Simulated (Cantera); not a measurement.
A diamond (100) surface in a fixed gas of H2 with x(CH4) = 0.0032, x(CH3) = 2e-05, at 1223 K, 0.0799 atm; coverages are run to steady state.

Detailed kinetics in Cantera: the Harris–Goodwin 1993 mechanism for the reconstructed diamond (100) surface.

One state of this run: growth (µm/h) = 0.323; θ c6HH = 0.440; θ c6H* = 0.0402; θ c6*H = 0.491; θ c6** = 0.0281; θ c6HM = 0.000312. θ: site fractions in the mechanism's names (c6HH fully hydrogenated, c6H* and c6*H radical sites, c6** diradical, c6HM methylated).

Question: Which value of x(H) does it belong to?
A) 0.00042
B) 0.0018
C) 0.00087
D) 0.032

Answer: B, 0.0018
